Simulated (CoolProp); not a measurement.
Vapour-liquid equilibrium of propane (1) + isohexane (2) at 0.0728 MPa; x and y are mole fractions of (1).

Values from CoolProp's multi-fluid Helmholtz-energy mixture model, Lemmon 2009 and Lemmon 2006; pair parameters Bell 2016.

**Question.** Give the bubble temperature and the first vapour's composition at x = 0.2, 0.5, 0.95. Is there an azeotrope?

**Answer.** x = 0.2: 262.3 K, y = 0.942; x = 0.5: 238.8 K, y = 0.991; x = 0.95: 224.9 K, y = 1.000. No azeotrope shows between x = 0.05 and 0.95.

The pair parameters rest on a limited set of measurements; away from them the model extrapolates. The gap from Raoult's law changes sign with composition, which may be real or a fault of the pair parameters; it wasn't checked against measurements.
